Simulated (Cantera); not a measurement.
A perfectly stirred reactor is fed with NH₃ : H₂ = 1 : 0.37 (molar parts), at 0.0484 atm; it is held at 1200 K, and followed from long to short residence time.

Cantera simulation using the gas-phase N/H chemistry of the illustrative SiF4/NH3 mechanism in the Surface Chemkin manual (1991); the numbers are that mechanism's predictions, not measurements. Walls and surfaces, which speed up NH3 decomposition in real reactors, are not modelled.

Q: What does this change do: temperature 1200 to 1648 K?

A: 
```json
[
 {"quantity": "x(NH₃) at τ = 14.0 s", "before": "0.730", "after": "0.471"},
 {"quantity": "x(H₂) at τ = 14.0 s", "before": "0.270", "after": "0.454"},
 {"quantity": "x(N₂) at τ = 14.0 s", "before": "4.44e-6", "after": "0.0749"},
 {"quantity": "x(NH) at τ = 14.0 s", "before": "2.81e-10", "after": "9.15e-7"},
 {"quantity": "x(N) at τ = 14.0 s", "before": "1.72e-12", "after": "3.75e-8"},
 {"quantity": "x(NH₃) at τ = 0.250 s", "before": "0.730", "after": "0.723"},
 {"quantity": "x(H₂) at τ = 0.250 s", "before": "0.270", "after": "0.275"},
 {"quantity": "x(N₂) at τ = 0.250 s", "before": "2.27e-10", "after": "0.00200"},
 {"quantity": "x(NH) at τ = 0.250 s", "before": "<1e-12", "after": "9.39e-7"},
 {"quantity": "x(N) at τ = 0.250 s", "before": "<1e-12", "after": "2.96e-8"}
]
```
